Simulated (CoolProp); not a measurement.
Sulfur hexafluoride at 293.15 K and 0.252 MPa flows at 5.9 m/s in a round tube of 25 mm bore and 0.25 µm roughness, fully developed (64/Re and Nu = 3.66 if laminar; Colebrook and Gnielinski if turbulent). Each further row changes one setting.

The numbers come from the reference Helmholtz-energy equation of state, Guder 2009 in CoolProp.

| case | Reynolds number | Darcy friction factor | pressure drop (Pa/m) | heat-transfer coefficient (W/(m² K)) | mass flow (kg/h) |
|---|---|---|---|---|---|
| as stated | 153000 | 0.0166 | 180 | 138 | 162 |
| velocity 11.8 m/s | 306000 | 0.0145 | 629 | 241 | 325 |
| diameter 50 mm | 306000 | 0.0145 | 78.4 | 120 | 649 |

Viscosity comes from a separate model (Quiñones-Cisneros 2012). Thermal conductivity comes from a separate model (Assael 2012).
